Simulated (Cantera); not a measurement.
**Ammonia decomposition in nitride growth gas**

An isothermal, constant-pressure homogeneous reactor starts with 35.7 % NH₃, 64.3 % N₂, at 2275 K and 0.908 atm.

Computed with Cantera and the gas-phase N/H chemistry of the illustrative SiF4/NH3 mechanism in the Surface Chemkin manual (1991). Walls and surfaces, which speed up NH3 decomposition in real reactors, are not modelled.

| t (s) | x NH₃ | x N₂H₂ | x NH₂ | x H₂ | x N₂H₄ |
|---|---|---|---|---|---|
| 1.00e-5 | 0.356 | 5.33e-7 | 0.000932 | 0.000498 | 5.24e-8 |
| 2.59e-5 | 0.354 | 3.37e-6 | 0.00208 | 0.00164 | 2.61e-7 |
| 6.69e-5 | 0.349 | 7.27e-6 | 0.00286 | 0.00677 | 4.94e-7 |
| 0.000173 | 0.335 | 7.07e-6 | 0.00260 | 0.0218 | 4.09e-7 |
| 0.000448 | 0.304 | 6.01e-6 | 0.00216 | 0.0572 | 2.82e-7 |
| 0.00116 | 0.238 | 4.31e-6 | 0.00165 | 0.131 | 1.64e-7 |
| 0.00299 | 0.132 | 2.13e-6 | 0.00104 | 0.247 | 6.59e-8 |
| 0.00775 | 0.0341 | 4.61e-7 | 0.000404 | 0.356 | 9.87e-9 |
| 0.0200 | 0.00113 | 9.42e-9 | 3.70e-5 | 0.391 | 8.27e-11 |
| 0.0518 | 5.04e-5 | 4.88e-11 | 2.26e-6 | 0.391 | <1e-12 |
| 0.134 | 1.33e-5 | 6.10e-12 | 5.98e-7 | 0.391 | <1e-12 |
| 0.347 | 4.93e-6 | 3.32e-12 | 2.21e-7 | 0.391 | <1e-12 |
| 0.897 | 2.66e-6 | 3.01e-12 | 1.19e-7 | 0.391 | <1e-12 |
| 2.32 | 2.36e-6 | 2.98e-12 | 1.06e-7 | 0.391 | <1e-12 |
| 6.00 | 2.36e-6 | 2.98e-12 | 1.06e-7 | 0.391 | <1e-12 |
x: mole fraction; the columns are a selection and need not sum to one.

Equilibrium at this temperature and pressure: NH₃ 2.36e-6, N₂H₂ 2.98e-12, NH₂ 1.06e-7, H₂ 0.391, N₂H₄ <1e-12 (gas phase only).
